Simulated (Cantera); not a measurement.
An isothermal, constant-pressure homogeneous reactor starts with NO : N2 = 8.6 : 0.41 (molar parts), at 1425 K and 1.00 atm.

Computed with Cantera and GRI-Mech 3.0 (53 species, 325 reactions).

Problem. Predict: x(NO) at 20.0 s; x(NO2) at 20.0 s; x(O) at 20.0 s; x(O2) at 20.0 s; x(N2) at 20.0 s.

Solution. 
```json
{
 "x(NO) at 20.0 s": "0.845 (gas-phase equilibrium 0.00103)",
 "x(NO2) at 20.0 s": "0.00295 (gas-phase equilibrium 1.06e-5)",
 "x(O) at 20.0 s": "3.35e-7 (gas-phase equilibrium 9.58e-7)",
 "x(O2) at 20.0 s": "0.0527 (gas-phase equilibrium 0.477)",
 "x(N2) at 20.0 s": "0.0996 (gas-phase equilibrium 0.522)"
}
```
